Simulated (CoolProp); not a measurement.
Acetone along the isobar 0.4 MPa: density (kg/m³) from the reference equation and from simpler models built on Tc = 508.1 K, pc = 4.692 MPa, ω = 0.307; each cubic takes its own stable root.

Values from CoolProp's reference Helmholtz-energy equation of state, Lemmon 2006. It is a short technical equation, of lower accuracy than the large ones.

```json
[
 {"T (K)": "243.9", "phase": "liquid", "reference": "843.7"},
 {"T (K)": "259.6", "phase": "liquid", "reference": "827.0"},
 {"T (K)": "275.4", "phase": "liquid", "reference": "810.0"},
 {"T (K)": "291.1", "phase": "liquid", "reference": "792.8"},
 {"T (K)": "306.9", "phase": "liquid", "reference": "775.2"},
 {"T (K)": "322.6", "phase": "liquid", "reference": "757.1"},
 {"T (K)": "338.4", "phase": "liquid", "reference": "738.4"},
 {"T (K)": "354.1", "phase": "liquid", "reference": "718.9"},
 {"T (K)": "369.8", "phase": "liquid", "reference": "698.4"},
 {"T (K)": "385.6", "phase": "gas", "reference": "8.098"},
 {"T (K)": "401.3", "phase": "gas", "reference": "7.630"},
 {"T (K)": "417.1", "phase": "gas", "reference": "7.233"}
]
```

### Question
How far does each simpler model (Redlich-Kwong, Peng-Robinson) lie from the reference over these 12 states: mean and median of the absolute difference, and the worst?

### Answer
- Redlich-Kwong: mean 25.5 %, median 24.6 %, worst -98.8 % at 369.8 K and 0.4 MPa
- Peng-Robinson: mean 9.5 %, median 11.6 %, worst -13.2 % at 243.9 K and 0.4 MPa

At some of these states Redlich-Kwong gives the other phase, because its saturation line lies elsewhere.
